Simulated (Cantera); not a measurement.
Charge: 1 mol Si2H6, 0.47 mol O3, equilibrated at 100 Torr.

Equilibrium computed with Cantera from the NASA thermochemical tables; the gas is ideal and each condensed phase is pure. Candidate condensed phases: H2O, Si, SiO2; 18 gas species. The feed counts by its element totals alone. Each liquid is taken as pure. Mutual solubility and eutectic melting of coexisting phases are not modelled. The tables hold silica as quartz up to 1696 K and as liquid above; real silica turns to tridymite and cristobalite and melts near 1996 K. Gases not in the tables: Si2H6 and higher silanes. Kinetics and transport are ignored.

Question: Which condensed phases are stable at each of these points (T (K)): 500, 650, 800, 950, 1100, 1250, 1400, 1550, 1700, 1850, 2000?

Answer: 
```json
[
 {"T (K)": "500", "condensed phases": "Si(s) + SiO2(α-quartz)", "Si condensed (%)": "100.0"},
 {"T (K)": "650", "condensed phases": "Si(s) + SiO2(α-quartz)", "Si condensed (%)": "100.0"},
 {"T (K)": "800", "condensed phases": "Si(s) + SiO2(α-quartz)", "Si condensed (%)": "100.0"},
 {"T (K)": "950", "condensed phases": "Si(s) + SiO2(β-quartz)", "Si condensed (%)": "100.0"},
 {"T (K)": "1100", "condensed phases": "Si(s) + SiO2(β-quartz)", "Si condensed (%)": "100.0"},
 {"T (K)": "1250", "condensed phases": "Si(s) + SiO2(β-quartz)", "Si condensed (%)": "100.0"},
 {"T (K)": "1400", "condensed phases": "Si(s) + SiO2(β-quartz)", "Si condensed (%)": "99.9"},
 {"T (K)": "1550", "condensed phases": "Si(s) + SiO2(β-quartz)", "Si condensed (%)": "98.6"},
 {"T (K)": "1700", "condensed phases": "Si(l) + SiO2(condensed)", "Si condensed (%)": "84.4"},
 {"T (K)": "1850", "condensed phases": "Si(l)", "Si condensed (%)": "29.5"},
 {"T (K)": "2000", "condensed phases": "Si(l)", "Si condensed (%)": "29.4"}
]
```

From 500 K to 800 K the condensed part is Si(s) + SiO2(α-quartz). From 950 K to 1550 K the condensed part is Si(s) + SiO2(β-quartz). At 1700 K the condensed part is Si(l) + SiO2(condensed). From 1850 K to 2000 K the condensed part is Si(l).
